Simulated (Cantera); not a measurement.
## Premixed flame

A freely propagating, adiabatic, planar premixed flame of CH₄ : CO : O₂ : N₂ : H₂ = 1 : 0.084 : 1.36 : 5.58 : 0.16 (molar parts), equivalence ratio 1.6, unburnt at 500 K and 0.444 atm; mixture-averaged transport, grid criteria slope 0.08 and curve 0.16, no radiation.

Detailed kinetics in Cantera: GRI-Mech 3.0 (53 species, 325 reactions). Burning velocities carry a grid error of a few per cent, more on coarse grids.

```tsv
z (mm)	T (K)	u (m/s)	x CH₄	x CO	x O₂	x H₂	x CH₂	x HCN
-5.17	501	0.353	0.122	0.0102	0.165	0.0233	<1e-8	<1e-8
-3.45	507	0.359	0.121	0.0103	0.164	0.0283	<1e-8	1.21e-8
-2.59	528	0.377	0.118	0.0107	0.162	0.0343	<1e-8	7.38e-8
-1.72	639	0.461	0.109	0.0139	0.153	0.0449	<1e-8	6.85e-7
-0.862	1047	0.773	0.0759	0.0318	0.115	0.0601	1.88e-8	5.19e-6
-0.431	1395	1.04	0.0446	0.0523	0.0742	0.0682	1.49e-6	1.15e-5
0	1710	1.29	0.0154	0.0746	0.0311	0.0741	2.40e-5	2.29e-5
0.431	1863	1.42	0.00395	0.0847	0.00885	0.0765	3.72e-5	3.87e-5
0.862	1914	1.45	0.00142	0.0863	0.00238	0.0785	2.08e-5	4.93e-5
1.72	1941	1.47	0.000504	0.0858	0.000237	0.0818	5.77e-6	5.47e-5
3.45	1953	1.48	0.000250	0.0852	1.05e-5	0.0845	1.43e-6	5.25e-5
6.90	1958	1.49	0.000167	0.0854	1.13e-6	0.0860	4.41e-7	4.67e-5
13.8	1961	1.49	0.000114	0.0858	4.69e-7	0.0868	1.51e-7	3.88e-5
```
x: mole fraction of selected species; z is measured from the peak of heat release.

```json
{
 "laminar_burning_velocity": "35.1 cm/s",
 "thermal_thickness": "1.72 mm",
 "peak x(CH₂)": "3.89e-5",
 "peak x(HCN)": "5.48e-5",
 "grid_points": "127"
}
```
